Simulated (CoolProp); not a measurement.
Vapour-liquid equilibrium of CHF3 (R23) (1) + R125 (2) at 207.5 K; x and y are mole fractions of (1).

Model: multi-fluid Helmholtz-energy mixture model, Penoncello 2003 and Lemmon 2005; pair parameters Bell 2016, in CoolProp.

```tsv
x	bubble pressure, mixture model (MPa)	bubble pressure, Raoult's law (MPa)	y, mixture model	y, Raoult's law
0.05	0.04868	0.04925	0.230	0.243
0.125	0.06336	0.06430	0.451	0.466
0.2	0.07843	0.07934	0.592	0.605
0.275	0.09370	0.09438	0.688	0.699
0.35	0.1090	0.1094	0.758	0.767
0.425	0.1243	0.1245	0.810	0.819
0.5	0.1395	0.1395	0.851	0.859
0.575	0.1546	0.1546	0.884	0.892
0.65	0.1695	0.1696	0.912	0.919
0.725	0.1844	0.1846	0.935	0.942
0.8	0.1993	0.1997	0.955	0.961
0.875	0.2143	0.2147	0.973	0.977
0.95	0.2295	0.2298	0.990	0.991
```

The largest gap from Raoult's law is -1.5 % in bubble pressure, at x = 0.125. No azeotrope shows between x = 0.05 and 0.95.

Pair parameters are fitted to limited data, so mixtures are less certain than the pure fluids.
